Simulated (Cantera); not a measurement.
Cantera with NASA thermochemical tables; ideal gases at 1 bar, condensed phases pure. Values are per mole of reaction as written; species without (g) are pure solids or liquids, kept so even where they would boil at 1 bar. TaC: taken at fixed stoichiometry.

Question: Between 300 and 2775 K, where is each reaction favourable under standard conditions?
- TaO₂(g) + 2 C ⇌ CO₂(g) + TaC
- 3 TaO₂(g) + 3 CO₂(g) ⇌ 4 O₃(g) + 3 TaC

Answer: 
- TaO₂(g) + 2 C ⇌ CO₂(g) + TaC: ΔG° is -326 kJ at 300 K and -272 kJ at 2775 K; it stays negative (K > 1). ΔH° is -312 kJ and ΔS° -14 J/K at 2775 K.
- 3 TaO₂(g) + 3 CO₂(g) ⇌ 4 O₃(g) + 3 TaC: ΔG° is 2038 kJ at 300 K and 2858 kJ at 2775 K; it stays positive (K < 1). ΔH° is 2114 kJ and ΔS° -268 J/K at 2775 K.
